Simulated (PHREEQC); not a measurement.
0.088 g of hydrous ferric oxide (600 m²/g; 0.2 weak and 0.005 strong sites per Fe, Dzombak-Morel constants, diffuse double layer) in 1 kg of water with 0.05 mol/kgw of an inert sodium salt and 3.4e-07 mol/kgw H3BO3, at 25 °C; the pH is set by adding NaOH or the inert anion's acid. Oxygen alone is held at its pressure in air (log pO2 = -0.68). No CO2 enters from the air. Precipitation was switched off in this run.

Base run: PHREEQC, ion-association model, wateq4f.dat. Each further column changes one thing. The table gives B sorbed (%).

```
pH   base  background salt from 0.05 to 0.005 mol/kgw  oxide from 0.088 to 0.44 g/kgw
---  ----  ------------------------------------------  ------------------------------
4     0.0                                         0.0                             0.1
4.5   0.0                                         0.0                             0.1
5     0.0                                         0.1                             0.2
5.5   0.0                                         0.1                             0.3
6     0.1                                         0.1                             0.3
6.5   0.1                                         0.1                             0.3
7     0.1                                         0.1                             0.3
7.5   0.1                                         0.1                             0.3
8     0.1                                         0.1                             0.3
8.5   0.1                                         0.1                             0.3
9     0.0                                         0.0                             0.2
9.5   0.0                                         0.0                             0.1
10    0.0                                         0.0                             0.0
```
